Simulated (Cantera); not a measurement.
Input (Python, Cantera) and output of one run.

```python
import numpy as np
import cantera as ct

gas_names = """
    Br Br2 Ca CaBr CaBr2 CaO CaOH CaO2H2 Ca2 H HBr HO2 H2 H2O H2O2 O OH O2 O3
""".split()
cond_names = """
    Br2(cr) Br2(L) Ca(a) Ca(b) Ca(L) CaBr2(s) CaBr2(L) CaO(s) CaO(L) CaO2H2(s) H2O(s) H2O(L)
""".split()


# ... load() reads the species with a 1 bar reference pressure and builds the phases ...
atoms = {
    'CaO': {'Ca': 1, 'O': 1},
    'HBr': {'H': 1, 'Br': 1},
    'H2': {'H': 2},
}
top_T = {}  # K; cautious upper limits of use, not melting points


# ... equilibrate(T, P, feed) seeds the gas with the atoms and calls Mixture.equilibrate('TP', solver="vcs", rtol=1e-11, max_steps=5000) ...
results = []
feed = {'CaO': 1, 'HBr': 34, 'H2': 29}  # mol
T = 1525  # K
P = 3.5  # Pa
mix = equilibrate(T, P, feed)
results.append((T, P, feed, dict(zip(mix.species_names, mix.species_moles))))
x = sorted(zip(gas.X, gas.species_names), reverse=True)
print(f"T = {T:g} K  P = {P:g} Pa  gas = {mix.phase_moles(0):.4g} mol")
print("   x: " + "  ".join(f"{s} {v:.3e}" for v, s in x if v > 0.0001))
print("   condensed (mol): " + ("  ".join(f"{mix.phase(i).name} {mix.phase_moles(i):.4g}"
      for i in range(1, mix.n_phases) if mix.phase_moles(i) > 1e-12) or "none"))
```

Output:

```
T = 1525 K  P = 3.5 Pa  gas = 68.55 mol
   x: H2 5.012e-01  HBr 3.077e-01  Br 1.591e-01  CaBr2 1.459e-02  H2O 1.459e-02  H 2.831e-03
   condensed (mol): none
```

Equilibrium computed with Cantera from the NASA thermochemical tables; the gas is ideal and each condensed phase is pure.
